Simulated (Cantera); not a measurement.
A closed system holds: 1 mol Al, 0.36 mol I₂, 1.4 mol O₂, equilibrated at 23000 Pa.

Method: chemical equilibrium by Gibbs-energy minimisation in Cantera with the NASA 1993 tables (ideal gas, pure condensed phases). Candidate condensed phases: Al, AlI₃, Al₂O₃, I₂; 14 gas species. Rates play no part.

### Question
At 1223 K, list the 3 most abundant gas species with their mole fractions, and the condensed phases.

### Answer
O₂ 0.559, I 0.264, I₂ 0.177. Condensed: Al₂O₃(s).
